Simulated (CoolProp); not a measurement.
Isobutene along the isobar 19 MPa: Z from the reference equation and from simpler models built on Tc = 418.1 K, pc = 4.016 MPa, ω = 0.193; each cubic takes its own stable root.

Computed with CoolProp (reference Helmholtz-energy equation of state, Lemmon 2005). It is a short technical equation, of lower accuracy than the large ones.

```json
[
 {"T (K)": "238.4", "phase": "liquid", "reference": "0.7983"},
 {"T (K)": "251.8", "phase": "liquid", "reference": "0.7703"},
 {"T (K)": "265.2", "phase": "liquid", "reference": "0.7458"},
 {"T (K)": "278.6", "phase": "liquid", "reference": "0.7243"},
 {"T (K)": "292", "phase": "liquid", "reference": "0.7055"},
 {"T (K)": "305.4", "phase": "liquid", "reference": "0.6891"},
 {"T (K)": "318.8", "phase": "liquid", "reference": "0.6751"},
 {"T (K)": "332.2", "phase": "liquid", "reference": "0.6631"},
 {"T (K)": "345.6", "phase": "liquid", "reference": "0.6531"},
 {"T (K)": "359", "phase": "liquid", "reference": "0.6450"},
 {"T (K)": "372.4", "phase": "liquid", "reference": "0.6387"},
 {"T (K)": "385.8", "phase": "liquid", "reference": "0.6343"}
]
```

Question: How far does each simpler model (van der Waals, Soave-Redlich-Kwong, Peng-Robinson) lie from the reference over these 12 states: mean and median of the absolute difference, and the worst?

Answer: 
- van der Waals: mean 48.6 %, median 49.0 %, worst +55.0 % at 238.4 K and 19 MPa
- Soave-Redlich-Kwong: mean 5.9 %, median 5.8 %, worst +6.5 % at 238.4 K and 19 MPa
- Peng-Robinson: mean 5.6 %, median 5.7 %, worst -6.0 % at 318.8 K and 19 MPa
